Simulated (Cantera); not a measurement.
Charge: 1 mol B, 0.11 mol NH3, 0.59 mol N2, held at 1598.15 K and 0.100 bar.

Cantera equilibrium calculation (NASA polynomials, part measured and part estimated; ideal gas, pure solids and liquids). Candidate condensed phases: B, BN; 15 gas species. The numbers say what is thermodynamically allowed, not how fast it happens.

Base state: H2 0.532, N2 0.468, H 0.000123 (mole fractions); condensed: BN(s).

Task: What changes in the equilibrium state with this change: temperature from 1598.15 K to 2023 K?

Result: 
| species | before | after |
|---|---|---|
| H2 | 0.532 | 0.529 |
| N2 | 0.468 | 0.467 |
| H | 0.000123 | 0.00437 |
| BH2 | 1.59e-8 | 1.68e-5 |
| BN(s), mol | 1.00 | 1.000 |
The tables' values for BH2 are old estimates; treat these amounts as uncertain.
